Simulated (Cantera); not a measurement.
# Tantalum, niobium, vanadium and zirconium in process gases: Nb + O2 + H2

Feed: 1 mol Nb, 4.7 mol O2, a varied amount of H2, at 113 Torr.

Cantera equilibrium calculation (NASA polynomials, part measured and part estimated; ideal gas, pure solids and liquids). Candidate condensed phases: H2O, Nb, NbO, NbO2, Nb2O5; 12 gas species. Mutual solubility and eutectic melting of coexisting phases are not modelled. Condensed phases not in the tables: the oxides between NbO2 and Nb2O5. Kinetics and transport are ignored.

Task: Map the stable condensed phases over T = 1423, 1498, 1573, 1648, 1723, 1798, 1873, 1948, 2023, 2098 K and n(H2) in mol = 6.8, 10, 15, 22, 33, 48, 72, 110, 160.

Result: 
```
T in K \ n(H2) in mol
         6.8  10  15  22  33  48  72 110 160
   2098    A   A   A   A   A   A   B   B   B
   2023    A   A   A   A   A   C   B   B   B
   1948    A   A   A   A   A   B   B   B   B
   1873    A   A   A   A   A   B   B   B   B
   1798    A   A   A   A   A   B   B   B   B
   1723    A   A   A   A   A   B   B   B   B
   1648    A   A   A   A   A   A   B   B   B
   1573    A   A   A   A   A   A   B   B   B
   1498    A   A   A   A   A   A   A   B   B
   1423    A   A   A   A   A   A   A   C   B
```
A: Nb2O5; B: NbO2; C: NbO2 + Nb2O5.
